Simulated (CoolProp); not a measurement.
Computed with CoolProp (reference Helmholtz-energy equation of state, Thol 2021).

Q: For chlorine, give the phase and the cp (kJ/(kg K)), isothermal compressibility (1/MPa), expansivity (1/kK), fugacity coefficient at -46.25 °C and 2.87 MPa.

A: 
- -46.25 °C and 2.87 MPa: liquid; cp 0.935, isothermal compressibility 0.000926, expansivity 1.68, fugacity coefficient 0.0209
